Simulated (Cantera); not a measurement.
Charge: 1 mol MgO, 0.077 mol C, 0.067 mol H2, held at 1623 K and 0.420 bar.

Method: chemical equilibrium by Gibbs-energy minimisation in Cantera with the NASA 1993 tables (ideal gas, pure condensed phases). Candidate condensed phases: C, C6H6, C7H8, C8H18, H2O, Mg, MgCO3, MgO, Mg(OH)2; 116 gas species. The tables' values for MgH are old estimates; treat these amounts as uncertain. The numbers say what is thermodynamically allowed, not how fast it happens.

Base state: H2 0.975, CO 0.0119, Mg 0.0119, CH4 0.000592, H 0.000105, MgH 8.87e-5, C2H2 (acetylene) 3.40e-5 (mole fractions); condensed: C(graphite) + MgO(s).

Q: What changes in the equilibrium state with this change: temperature from 1623 K to 2925 K?

A: 
| species | before | after |
|---|---|---|
| Mg | 0.0119 | 0.405 |
| CO | 0.0119 | 0.260 |
| H2 | 0.975 | 0.120 |
| OH | <1e-9 | 0.0137 |
| MgO | <1e-9 | 0.0112 |
| CO2 | 1.46e-8 | 0.0236 |
| MgOH | 4.33e-8 | 0.0125 |
| H2O | 3.70e-6 | 0.0789 |
| H | 0.000105 | 0.0666 |
| O | <1e-9 | 0.00472 |
| O2 | <1e-9 | 0.00124 |
| C(graphite), mol | 0.0761 | 0 |
| MgO(s), mol | 0.999 | 0.883 |

Q: What changes in the equilibrium state with this change: pressure from 0.420 bar to 0.220 bar?

A: 
```json
[
 {"species": "H2", "before": "0.975", "after": "0.954"},
 {"species": "CO", "before": "0.0119", "after": "0.0228"},
 {"species": "Mg", "before": "0.0119", "after": "0.0227"},
 {"species": "CH4", "before": "0.000592", "after": "0.000297"},
 {"species": "MgH", "before": "8.87e-5", "after": "0.000121"},
 {"species": "H", "before": "0.000105", "after": "0.000144"},
 {"species": "C2H2 (acetylene)", "before": "3.40e-5", "after": "3.32e-5"},
 {"species": "C(graphite), mol", "before": "0.0761", "after": "0.0754"},
 {"species": "MgO(s), mol", "before": "0.999", "after": "0.998"}
]
```
